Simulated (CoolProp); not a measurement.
Aqueous ethylene glycol as a coolant, 53 % by mass, freezing at -40.2 °C, 1 atm.

Values from CoolProp's Melinder's fits for secondary coolants.

```csv
T (°C),density (kg/m³),Prandtl number,conductivity (W/(m K)),viscosity (mPa s)
-28.1,1089,356,0.352,42.3
-21.7,1087,…,0.355,27.8
-15.2,1085,160,0.359,18.9
-8.7,…,…,…,13.3
-2.3,1080,82.6,0.366,9.70
4.2,1077,61.9,0.370,7.26
10.7,1074,47.8,0.374,5.58
17.1,1070,37.9,0.377,4.42
23.6,1067,30.6,0.381,3.57
30,1063,…,…,2.95
```

Task: Complete the blanks.

Result: 
- -21.7, Prandtl number: 235
- -8.7, density (kg/m³): 1082
- -8.7, Prandtl number: 113
- -8.7, conductivity (W/(m K)): 0.363
- 30, Prandtl number: 25.4
- 30, conductivity (W/(m K)): 0.385
